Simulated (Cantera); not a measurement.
## Premixed flame

A freely propagating, adiabatic, planar premixed flame of 16.5 % CO, 15.1 % H2, 14.4 % O2, 54.0 % N2, equivalence ratio 1.1, unburnt at 450 K and 5.00 bar; mixture-averaged transport, grid criteria slope 0.08 and curve 0.16, no radiation.

Model: GRI-Mech 3.0 (53 species, 325 reactions), integrated in Cantera. The hydrogen kinetics of GRI-Mech 3.0 are dated; newer H2 mechanisms differ, most at raised pressure. Burning velocities carry a grid error of a few per cent, more on coarse grids.

```json
[
 {"z (mm)": "-0.216", "T (K)": "450", "u (m/s)": "1.90", "x CO": "0.165", "x H2": "0.151", "x O2": "0.144", "x NO": "<1e-8", "x HO2": "<1e-8", "x H2O2": "<1e-8"},
 {"z (mm)": "-0.144", "T (K)": "450", "u (m/s)": "1.90", "x CO": "0.165", "x H2": "0.151", "x O2": "0.144", "x NO": "<1e-8", "x HO2": "2.20e-8", "x H2O2": "<1e-8"},
 {"z (mm)": "-0.108", "T (K)": "450", "u (m/s)": "1.90", "x CO": "0.165", "x H2": "0.150", "x O2": "0.144", "x NO": "<1e-8", "x HO2": "2.49e-7", "x H2O2": "5.99e-8"},
 {"z (mm)": "-0.0719", "T (K)": "453", "u (m/s)": "1.90", "x CO": "0.166", "x H2": "0.145", "x O2": "0.145", "x NO": "<1e-8", "x HO2": "3.46e-6", "x H2O2": "8.35e-7"},
 {"z (mm)": "-0.0360", "T (K)": "511", "u (m/s)": "2.09", "x CO": "0.169", "x H2": "0.122", "x O2": "0.147", "x NO": "1.80e-8", "x HO2": "0.000210", "x H2O2": "3.97e-5"},
 {"z (mm)": "-0.0180", "T (K)": "818", "u (m/s)": "3.27", "x CO": "0.166", "x H2": "0.0885", "x O2": "0.137", "x NO": "3.88e-7", "x HO2": "0.000774", "x H2O2": "0.000128"},
 {"z (mm)": "0", "T (K)": "1314", "u (m/s)": "5.16", "x CO": "0.149", "x H2": "0.0483", "x O2": "0.102", "x NO": "2.50e-6", "x HO2": "0.000308", "x H2O2": "3.09e-5"},
 {"z (mm)": "0.0180", "T (K)": "1655", "u (m/s)": "6.41", "x CO": "0.123", "x H2": "0.0225", "x O2": "0.0638", "x NO": "7.68e-6", "x HO2": "0.000131", "x H2O2": "3.92e-6"},
 {"z (mm)": "0.0360", "T (K)": "1848", "u (m/s)": "7.08", "x CO": "0.101", "x H2": "0.0150", "x O2": "0.0441", "x NO": "1.41e-5", "x HO2": "6.85e-5", "x H2O2": "2.02e-6"},
 {"z (mm)": "0.0719", "T (K)": "2047", "u (m/s)": "7.72", "x CO": "0.0770", "x H2": "0.0135", "x O2": "0.0300", "x NO": "2.50e-5", "x HO2": "3.25e-5", "x H2O2": "1.06e-6"},
 {"z (mm)": "0.144", "T (K)": "2219", "u (m/s)": "8.26", "x CO": "0.0622", "x H2": "0.0121", "x O2": "0.0217", "x NO": "4.03e-5", "x HO2": "1.57e-5", "x H2O2": "6.35e-7"},
 {"z (mm)": "0.288", "T (K)": "2351", "u (m/s)": "8.67", "x CO": "0.0531", "x H2": "0.00982", "x O2": "0.0159", "x NO": "6.27e-5", "x HO2": "7.90e-6", "x H2O2": "4.26e-7"},
 {"z (mm)": "0.576", "T (K)": "2442", "u (m/s)": "8.95", "x CO": "0.0456", "x H2": "0.00797", "x O2": "0.0115", "x NO": "9.82e-5", "x HO2": "4.45e-6", "x H2O2": "3.15e-7"}
]
```
x: mole fraction of selected species; z is measured from the peak of heat release.

The laminar burning velocity comes out as 190 cm/s, the thermal thickness comes out as 0.0719 mm and the peak x(HO2) is 0.000817. The peak x(H2O2) comes out as 0.000128 and the grid points comes out as 116.
